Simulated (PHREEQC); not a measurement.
Synthetic water in mg/kgw, 80 °C, pH 6.29, pe 9.6: Na 0.084; K 0.0144; Ca 0.114; Mg 0.00436; Cl 0.0686; S(6) as SO4 0.176; Alkalinity as HCO3 0.271; Pb 0.000364; O(0) (dissolved oxygen) 9.12e-05; Li 2.87e-05; Cu(2) 0.00858; B 7.32e-05; Cd 0.00405.

Valence states are taken as typed.

Equilibrium calculation in PHREEQC: ion-association model, phreeqc.dat.

This is a speciation only: nothing precipitates in the calculation.

Question: Order these Cu species by the share of Cu that they hold, largest first: CuCO3, Cu2(OH)2+2, Cu(OH)2, Cu+2, CuOH+.

Answer: Cu+2 (90 %), Cu(OH)2 (7.0 %), CuOH+ (1.7 %), Cu2(OH)2+2 (0.36 %), CuCO3 (0.31 %)

The pH is 6.29 and the ionic strength 1.57e-5 mol/kgw. Away from 25 °C the constants follow the database's enthalpies or fits; those with neither stay at their 25 °C values.
